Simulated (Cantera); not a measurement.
An isothermal, constant-pressure homogeneous reactor starts with NO : N₂ = 1 : 0.15 (molar parts), at 1475 K and 1.10 bar. Integrator tolerance rtol = 1e-08.

Cantera simulation using GRI-Mech 3.0 (53 species, 325 reactions); the numbers are that mechanism's predictions, not measurements.

**Question.** What does this change do: NO 1 to 0.12 parts?

**Answer.** 
```json
[
 {"quantity": "x(NO) at 7.00 s", "before": "0.798 (gas-phase equilibrium 0.00132)", "after": "0.425 (gas-phase equilibrium 0.00111)"},
 {"quantity": "x(O) at 7.00 s", "before": "5.50e-7 (gas-phase equilibrium 1.81e-6)", "after": "3.01e-7 (gas-phase equilibrium 1.30e-6)"},
 {"quantity": "x(N₂) at 7.00 s", "before": "0.166 (gas-phase equilibrium 0.565)", "after": "0.565 (gas-phase equilibrium 0.777)"},
 {"quantity": "x(NO₂) at 7.00 s", "before": "0.00203 (gas-phase equilibrium 1.15e-5)", "after": "0.000591 (gas-phase equilibrium 6.89e-6)"},
 {"quantity": "x(N₂O) at 7.00 s", "before": "0.000210 (gas-phase equilibrium 7.25e-8)", "after": "5.97e-5 (gas-phase equilibrium 7.13e-8)"}
]
```

**Question.** What does this change do: pressure from 1.10 bar to 0.0340 bar?

**Answer.** 
| quantity | before | after |
|---|---|---|
| x(NO) at 7.00 s | 0.798 (gas-phase equilibrium 0.00132) | 0.867 (gas-phase equilibrium 0.00132) |
| x(O) at 7.00 s | 5.50e-7 (gas-phase equilibrium 1.81e-6) | 1.55e-6 (gas-phase equilibrium 1.03e-5) |
| x(N₂) at 7.00 s | 0.166 (gas-phase equilibrium 0.565) | 0.131 (gas-phase equilibrium 0.565) |
| x(NO₂) at 7.00 s | 0.00203 (gas-phase equilibrium 1.15e-5) | 0.000111 (gas-phase equilibrium 2.02e-6) |
| x(N₂O) at 7.00 s | 0.000210 (gas-phase equilibrium 7.25e-8) | 0.000230 (gas-phase equilibrium 1.27e-8) |
Radical loss at walls, strong at low pressure, is not modelled.
